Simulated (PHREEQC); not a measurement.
Consider water at 25 °C with 1.7 mmol/kgw H2SO4 and 13 mmol/kgw CuSO4. Closed to the air; pH follows from the charge balance.

Model: ion-association model, phreeqc.dat, run in PHREEQC.

- pH: 2.70
- ionic strength: 0.0379 mol/kgw
- specific conductance: 2690 µS/cm
- total alkalinity: -3.40 meq/kg

```
species  molality  activity   log γ
-------  --------  --------  ------
SO4-2     0.00936   0.00466  -0.302
Cu+2      0.00874   0.00451  -0.287
CuSO4     0.00426   0.00430   0.004
H+        0.00231   0.00200  -0.063
HSO4-     0.00109  0.000908  -0.077
CuOH+     2.70e-8   2.25e-8  -0.079
```

No solid was allowed to form.
